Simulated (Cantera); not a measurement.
A perfectly stirred reactor is fed with 4.38 % CH₄, 7.98 % O₂, 87.6 % N₂, equivalence ratio 1.1, at 1200 Torr; it is adiabatic with a 525 K inlet, and is followed from long to short residence time, starting on the burning branch (τ in s: 0.32, 0.11, 0.041, 0.015, 0.0054, 0.0019, 0.0007, 0.00025, 9.1e-05).

Computed with Cantera and GRI-Mech 3.0 (53 species, 325 reactions).

Task: Predict: blow-out, bracketed by the residence times tried; x(CH₄) at τ = 0.320 s; x(O₂) at τ = 0.320 s; x(CO₂) at τ = 0.320 s; x(NO) at τ = 0.320 s; x(CH₄) at τ = 5.40 ms; x(O₂) at τ = 5.40 ms.

Result: blow-out, bracketed by the residence times tried: burning at 0.110 s, out at 41.0 ms
x(CH₄) at τ = 0.320 s: 0.000836
x(O₂) at τ = 0.320 s: 0.00180
x(CO₂) at τ = 0.320 s: 0.0333
x(NO) at τ = 0.320 s: 3.95e-7
x(CH₄) at τ = 5.40 ms: 0.0438
x(O₂) at τ = 5.40 ms: 0.0798
